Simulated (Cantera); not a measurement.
What does this Cantera script print?

```python
import numpy as np
import cantera as ct

gas_names = """
    CL CL2 H HCL H2 Si SiCL SiCL2 SiCL3 SiCL4 SiH SiHCL3 SiH2 SiH2CL2 SiH3 SiH3CL SiH4 Si2 Si3
""".split()
cond_names = """
    Si(cr) Si(L)
""".split()


def load(file, names, dense=False):
    # The tables refer to 1 bar. Condensed volumes are neglected.
    table = {s.name: s for s in ct.Species.list_from_file(file)}
    out = []
    for n in names:
        d = dict(table[n].input_data)
        d["thermo"] = dict(d["thermo"], **{"reference-pressure": 1e5})
        if dense:
            d["equation-of-state"] = {"model": "constant-volume", "density": "1e6 g/cm^3"}
        out.append(ct.Species.from_dict(d))
    return out


gas = ct.Solution(thermo="ideal-gas", species=load("nasa_gas.yaml", gas_names))
cond = {s.name: ct.Solution(thermo="fixed-stoichiometry", species=[s], name=s.name)
        for s in load("nasa_condensed.yaml", cond_names, dense=True)}
atoms = {
    'SiH2Cl2': {'Si': 1, 'H': 2, 'CL': 2},
    'HCl': {'H': 1, 'CL': 1},
    'H2': {'H': 2},
}
top_T = {}  # K; cautious upper limits of use, not melting points


def equilibrate(T, P, feed):
    n = {}
    for name, mol in feed.items():
        for a, k in atoms[name].items():
            n[a] = n.get(a, 0.0) + k * mol
    gas.TPX = T, P, n
    mass = sum(n.values()) * gas.mean_molecular_weight
    gas.equilibrate("TP")
    valid = [c for c in cond.values() if c.min_temp <= T <= top_T.get(c.name, c.max_temp)]
    mix = ct.Mixture([(gas, mass / gas.mean_molecular_weight)] + [(c, 0.0) for c in valid])
    mix.T, mix.P = T, P
    mix.equilibrate("TP", solver="vcs", rtol=1e-11, max_steps=5000)
    return mix


results = []
feed = {'SiH2Cl2': 1, 'HCl': 0.17, 'H2': 120}  # mol
P = 13332.2  # Pa
for T in [1550, 1650, 1750, 1850, 1950, 2050, 2150]:
    mix = equilibrate(T, P, feed)
    results.append((T, P, feed, dict(zip(mix.species_names, mix.species_moles))))
    x = sorted(zip(gas.X, gas.species_names), reverse=True)
    print(f"T = {T:g} K  P = {P:g} Pa  gas = {mix.phase_moles(0):.4g} mol")
    print("   x: " + "  ".join(f"{s} {v:.3e}" for v, s in x if v > 1e-06))
    print("   condensed (mol): " + ("  ".join(f"{mix.phase(i).name} {mix.phase_moles(i):.4g}"
          for i in range(1, mix.n_phases) if mix.phase_moles(i) > 1e-12) or "none"))
```

It prints:

```
T = 1550 K  P = 13332.2 Pa  gas = 122.2 mol
   x: H2 9.830e-01  HCL 1.599e-02  SiCL2 8.663e-04  H 8.552e-05  SiCL3 9.308e-06  SiH2 2.745e-06  SiH2CL2 2.598e-06  SiHCL3 2.106e-06  CL 1.110e-06
   condensed (mol): Si(cr) 0.8918
T = 1650 K  P = 13332.2 Pa  gas = 122.2 mol
   x: H2 9.829e-01  HCL 1.590e-02  SiCL2 9.148e-04  H 2.467e-04  SiH2 8.509e-06  SiCL3 5.569e-06  CL 3.129e-06  SiCL 2.687e-06  Si 2.009e-06  SiH2CL2 1.368e-06  SiH 1.329e-06
   condensed (mol): Si(cr) 0.8854
T = 1750 K  P = 13332.2 Pa  gas = 122.2 mol
   x: H2 9.824e-01  HCL 1.600e-02  SiCL2 8.654e-04  H 6.313e-04  SiH2 2.047e-05  Si 1.126e-05  CL 7.929e-06  SiCL 7.792e-06  SiH 5.391e-06  SiCL3 3.228e-06
   condensed (mol): Si(L) 0.8881
T = 1850 K  P = 13332.2 Pa  gas = 122.3 mol
   x: H2 9.815e-01  HCL 1.617e-02  H 1.462e-03  SiCL2 7.690e-04  Si 4.837e-05  SiH2 4.138e-05  SiCL 1.869e-05  CL 1.829e-05  SiH 1.735e-05  SiCL3 1.868e-06
   condensed (mol): Si(L) 0.8901
T = 1950 K  P = 13332.2 Pa  gas = 122.4 mol
   x: H2 9.795e-01  HCL 1.627e-02  H 3.107e-03  SiCL2 6.872e-04  Si 1.786e-04  SiH2 7.768e-05  SiH 4.938e-05  SiCL 4.080e-05  CL 3.869e-05  Si2 1.636e-06  SiCL3 1.136e-06
   condensed (mol): Si(L) 0.8727
T = 2050 K  P = 13332.2 Pa  gas = 122.6 mol
   x: H2 9.759e-01  HCL 1.630e-02  H 6.138e-03  SiCL2 6.158e-04  Si 5.797e-04  SiH2 1.367e-04  SiH 1.265e-04  SiCL 8.208e-05  CL 7.589e-05  Si2 6.757e-06  Si3 1.414e-06
   condensed (mol): Si(L) 0.8087
T = 2150 K  P = 13332.2 Pa  gas = 123.1 mol
   x: H2 9.693e-01  HCL 1.623e-02  H 1.137e-02  Si 1.684e-03  SiCL2 5.516e-04  SiH 2.959e-04  SiH2 2.274e-04  SiCL 1.537e-04  CL 1.393e-04  Si2 2.438e-05  Si3 4.870e-06
   condensed (mol): Si(L) 0.6335
```

These are equilibrium values from Cantera (NASA tables, ideal gas, pure condensed phases), not measurements of a reactor. The tables' values for SiCl are old estimates; treat these amounts as uncertain. Gases not in the tables: Si2H6 and higher silanes.
